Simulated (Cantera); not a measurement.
Input: 1 mol V2O5, 310 mol H2, 0.25 mol H2O, at 1298.15 K and 6.20 bar.

Equilibrium computed with Cantera from the NASA thermochemical tables; the gas is ideal and each condensed phase is pure. Candidate condensed phases: H2O, V, VO, V2O3, V2O4, V2O5; 12 gas species. Condensed phases not in the tables: the oxides between V2O3 and V2O5 other than VO2. Rates play no part.

Task: What is the equilibrium state?

Result: 
| Property | Result |
|---|---|
| x(H2) | 0.993 |
| x(H2O) | 0.00725 |
| n(V2O3(s)) | 1.00 mol |
| gas amount | 310.2 mol |
| log10 activity of V(s) (absent) | -4.11 |
| log10 activity of V2O5(l) (absent) | -12.90 |
